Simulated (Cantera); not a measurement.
**Equilibrium for nitride etching: BN + HCl + H2**

Charge: 1 mol BN, a varied amount of HCl, 0.34 mol H2, equilibrated at 6.10e-5 bar.

Equilibrium computed with Cantera from the NASA thermochemical tables; the gas is ideal and each condensed phase is pure. Candidate condensed phases: B, BN, NH4Cl; 21 gas species. The tables' values for BCl2 are old estimates. The numbers say what is thermodynamically allowed, not how fast it happens.

Stable condensed phases:

```
T in K \ n(HCl) in mol
           2 2.4 2.8 3.2 3.8 4.4 5.2   6   7 8.2 9.6  11
   2075    A   A   A   A   A   A   A   A   A   A   A   A
   2025    A   A   A   A   A   A   A   A   A   A   A   A
   1975    A   A   A   A   A   A   A   A   A   A   A   A
   1925    A   A   A   A   A   A   A   A   A   A   A   A
   1875    A   A   A   A   A   A   A   A   A   A   A   A
   1825    A   A   A   A   A   A   A   A   A   A   A   A
   1775    B   B   A   A   A   A   A   A   A   A   A   A
   1725    B   B   B   B   B   A   A   A   A   A   A   A
   1675    B   B   B   B   B   B   B   B   A   A   A   A
   1625    B   B   B   B   B   B   B   B   B   B   B   A
   1575    B   B   B   B   B   B   B   B   B   B   B   B
   1525    B   B   B   B   B   B   B   B   B   B   B   B
   1475    B   B   B   B   B   B   B   B   B   B   B   B
```

A: gas only; B: BN.
